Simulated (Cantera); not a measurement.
Mixture: 9.30 % CO, 0.307 % H2, 12.1 % CH4, 15.3 % O2, 56.4 % N2, 6.60 % H2O, equivalence ratio 1.9, at 0.622 atm, adiabatic and at constant pressure. Ignition delay is the time to a rise of 400 K.

Model: GRI-Mech 3.0 (53 species, 325 reactions), integrated in Cantera.

### Question
Predict: delay at 1175 K; delay at 1275 K; delay at 1375 K; delay at 1475 K; delay at 1575 K; apparent activation energy between 1475 and 1575 K.

### Answer
```json
{
  "delay at 1175 K": "0.180 s",
  "delay at 1275 K": "41.0 ms",
  "delay at 1375 K": "10.5 ms",
  "delay at 1475 K": "3.13 ms",
  "delay at 1575 K": "1.10 ms",
  "apparent activation energy between 1475 and 1575 K": "200 kJ/mol"
}
```
